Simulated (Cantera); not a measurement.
Input (Python, Cantera) and output of one run.

```python
import numpy as np
import cantera as ct

gas_names = """
    C CH CH2 CH3 CH2OH CH3O CH4 CH3OH CO CO2 COOH C2 C2H CHCO,ketyl C2H2,acetylene C2H2,vinylidene
    CH2CO,ketene C2H3,vinyl CH3CO,acetyl C2H4 C2H4O,ethylen CH3CHO,ethanal CH3COOH (HCOOH)2 C2H5 C2H6
    CH3OCH3 C2H5OH C2O C3 C3H3,propargyl C3H4,allene C3H4,propyne C3H4,cyclo- C3H5,allyl C3H6,propylene
    C3H6,cyclo- C3H6O C3H7,n-propyl C3H7,i-propyl C3H8 C3H8O,1propanol C3H8O,2propanol C3O2 C4 C4H2
    C4H4,1,3-cyclo- C4H6,butadiene C4H6,2-butyne C4H6,cyclo- C4H8,1-butene C4H8,cis2-buten
    C4H8,tr2-butene C4H8,isobutene C4H8,cyclo- (CH3COOH)2 C4H9,n-butyl C4H9,i-butyl C4H9,s-butyl
    C4H9,t-butyl C4H10,isobutane C4H10,n-butane C5 C5H6,1,3cyclo- C5H8,cyclo- C5H10,1-pentene
    C5H10,cyclo- C5H11,pentyl C5H11,t-pentyl C5H12,n-pentane C5H12,i-pentane CH3C(CH3)2CH3 C6H2
    C6H5,phenyl C6H5O,phenoxy C6H6 C6H5OH,phenol C6H10,cyclo- C6H12,1-hexene C6H12,cyclo- C6H13,n-hexyl
    C7H7,benzyl C7H8 C7H8O,cresol C7H14,1-heptene C7H15,n-heptyl C7H16,n-heptane C8H8,styrene
    C8H10,ethylbenz C8H16,1-octene C8H17,n-octyl C8H18,isooctane C8H18,n-octane C9H19,n-nonyl
    C10H8,naphthale C10H21,n-decyl C12H9,o-bipheny C12H10,bipheny Cu CuO Cu2 H HCO HO2 H2
    HCHO,formaldehy HCOOH H2O H2O2 O OH O2 O3
""".split()
cond_names = """
    C(gr) C6H6(L) C7H8(L) C8H18(L),n-octa Cu(cr) Cu(L) CuO(s) CuO2H2(s) Cu2O(s) Cu2O(L) H2O(s) H2O(L)
""".split()


def load(file, names, dense=False):
    # The tables refer to 1 bar. Condensed volumes are neglected.
    table = {s.name: s for s in ct.Species.list_from_file(file)}
    out = []
    for n in names:
        d = dict(table[n].input_data)
        d["thermo"] = dict(d["thermo"], **{"reference-pressure": 1e5})
        if dense:
            d["equation-of-state"] = {"model": "constant-volume", "density": "1e6 g/cm^3"}
        out.append(ct.Species.from_dict(d))
    return out


gas = ct.Solution(thermo="ideal-gas", species=load("nasa_gas.yaml", gas_names))
cond = {s.name: ct.Solution(thermo="fixed-stoichiometry", species=[s], name=s.name)
        for s in load("nasa_condensed.yaml", cond_names, dense=True)}
atoms = {
    'Cu': {'Cu': 1},
    'CO': {'C': 1, 'O': 1},
    'H2': {'H': 2},
    'CO2': {'C': 1, 'O': 2},
}
top_T = {'C(gr)': 4500, 'CuO(s)': 1390}  # K; cautious upper limits of use, not melting points


def equilibrate(T, P, feed):
    n = {}
    for name, mol in feed.items():
        for a, k in atoms[name].items():
            n[a] = n.get(a, 0.0) + k * mol
    gas.TPX = T, P, n
    mass = sum(n.values()) * gas.mean_molecular_weight
    gas.equilibrate("TP")
    valid = [c for c in cond.values() if c.min_temp <= T <= top_T.get(c.name, c.max_temp)]
    mix = ct.Mixture([(gas, mass / gas.mean_molecular_weight)] + [(c, 0.0) for c in valid])
    mix.T, mix.P = T, P
    mix.equilibrate("TP", solver="vcs", rtol=1e-11, max_steps=5000)
    return mix


results = []
feed = {'Cu': 1, 'CO': 25, 'H2': 17, 'CO2': 3.6}  # mol
T = 973  # K
P = 100000  # Pa
mix = equilibrate(T, P, feed)
results.append((T, P, feed, dict(zip(mix.species_names, mix.species_moles))))
print(gas.report(threshold=0.0001))
for i in range(1, mix.n_phases):
    print(f"{mix.phase(i).name:16s} {mix.phase_moles(i):12.5e} mol")
```

Result:

```
       temperature   973 K
          pressure   1e+05 Pa
           density   0.26222 kg/m^3
  mean mol. weight   21.214 kg/kmol
   phase of matter   gas

                          1 kg             1 kmol
                     ---------------   ---------------
          enthalpy       -5.1576e+06       -1.0941e+08  J
   internal energy        -5.539e+06        -1.175e+08  J
           entropy             10742        2.2788e+05  J/K
    Gibbs function        -1.561e+07       -3.3114e+08  J
 heat capacity c_p            1734.7             36798  J/K
 heat capacity c_v            1342.7             28484  J/K

                      mass frac. Y      mole frac. X     chem. pot. / RT
                     ---------------   ---------------   ---------------
               CH4          0.010359          0.013698           -38.598
                CO           0.54002           0.40899           -40.086
               CO2           0.34807           0.16778           -78.688
                H2          0.031027           0.32648           -18.557
               H2O          0.070528          0.083051           -57.159
     [ +108 minor]        3.8981e-07        2.5671e-07

C(gr)             5.62631e+00 mol
Cu(cr)            1.00000e+00 mol
CuO(s)            0.00000e+00 mol
CuO2H2(s)         0.00000e+00 mol
Cu2O(s)           0.00000e+00 mol
```

Method: chemical equilibrium by Gibbs-energy minimisation in Cantera with the NASA 1993 tables (ideal gas, pure condensed phases).
